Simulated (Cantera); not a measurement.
Input: 1 mol Si, 1.6 mol HF, 1.4 mol H2, at 1475 K and 100000 Pa.

Method: chemical equilibrium by Gibbs-energy minimisation in Cantera with the NASA 1993 tables (ideal gas, pure condensed phases). Candidate condensed phases: Si; 25 gas species. The tables' values for SiF3, SiF2 are old estimates; treat these amounts as uncertain. Equilibrium is a limit: real reactors are often held back by kinetics, nucleation or transport.

Base state: H2 0.833, SiF4 0.122, SiHF3 0.0247, SiF3 0.0153, SiH2F2 0.00230, HF 0.00168, SiF2 0.00114, SiH3F 5.96e-5 (mole fractions); condensed: Si(s).

### Question
What changes in the equilibrium state with this change: temperature from 1475 K to 1025 K?

### Answer
| species | before | after |
|---|---|---|
| H2 | 0.833 | 0.839 |
| SiF4 | 0.122 | 0.138 |
| SiHF3 | 0.0247 | 0.0214 |
| SiF3 | 0.0153 | 0.000205 |
| H | 1.18e-5 | 3.99e-9 |
| SiF2 | 0.00114 | 5.85e-7 |
| HF | 0.00168 | 1.74e-5 |
| Si(s), mol | 0.571 | 0.584 |
The tables' values for SiF3 are old estimates; treat these amounts as uncertain.
